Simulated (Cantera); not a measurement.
A freely propagating, adiabatic, planar premixed flame of C₂H₄ : O₂ : N₂ : CO₂ = 1 : 2.73 : 11.2 : 2.5 (molar parts), unburnt at 350 K and 920000 Pa; mixture-averaged transport, grid criteria slope 0.08 and curve 0.16, no radiation.

Cantera simulation using GRI-Mech 3.0 (53 species, 325 reactions); the numbers are that mechanism's predictions, not measurements. GRI-Mech 3.0 was tuned for natural gas; its chemistry of ethylene as a main component is partial and can be far from experiment. Burning velocities carry a grid error of a few per cent, more on coarse grids.

Problem. What does this change do: inlet temperature 350 to 650 K?

Solution. 
| quantity | before | after |
|---|---|---|
| laminar burning velocity | 22.1 cm/s | 84.8 cm/s |
| thermal thickness | 0.0775 mm | 0.0533 mm |
| peak x(CH₂CO) | 0.00235 | 0.00311 |
| peak x(HO₂) | 0.000572 | 0.000812 |

Problem. What does this change do: inlet temperature 350 to 575 K?

Solution. 
```
quantity                     before      after
------------------------  ---------  ---------
laminar burning velocity  22.1 cm/s  62.7 cm/s
thermal thickness         0.0775 mm  0.0576 mm
peak x(CH₂CO)               0.00235    0.00289
peak x(HO₂)                0.000572   0.000751
```
